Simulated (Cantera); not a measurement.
A perfectly stirred reactor is fed with H₂ : O₂ : N₂ = 0.77 : 1 : 8.2 (molar parts), equivalence ratio 0.39, at 0.168 atm; it is held at 1073 K, and followed from long to short residence time.

Detailed kinetics in Cantera: GRI-Mech 3.0 (53 species, 325 reactions). The temperature is held fixed by assumption; the heat of reaction is taken as removed at once.

Problem. Predict: x(H₂) at τ = 3.70 s; x(O₂) at τ = 3.70 s; x(H₂O) at τ = 3.70 s; x(O) at τ = 3.70 s; x(H) at τ = 3.70 s; x(H₂) at τ = 92.0 ms; x(O₂) at τ = 92.0 ms; x(H₂O) at τ = 92.0 ms; x(O) at τ = 92.0 ms; x(H) at τ = 92.0 ms.

Solution. 
* **x(H₂) at τ = 3.70 s**: 0.000113
* **x(O₂) at τ = 3.70 s**: 0.0642
* **x(H₂O) at τ = 3.70 s**: 0.0802
* **x(O) at τ = 3.70 s**: 2.66e-5
* **x(H) at τ = 3.70 s**: 5.30e-6
* **x(H₂) at τ = 92.0 ms**: 0.00113
* **x(O₂) at τ = 92.0 ms**: 0.0645
* **x(H₂O) at τ = 92.0 ms**: 0.0789
* **x(O) at τ = 92.0 ms**: 0.000301
* **x(H) at τ = 92.0 ms**: 0.000209
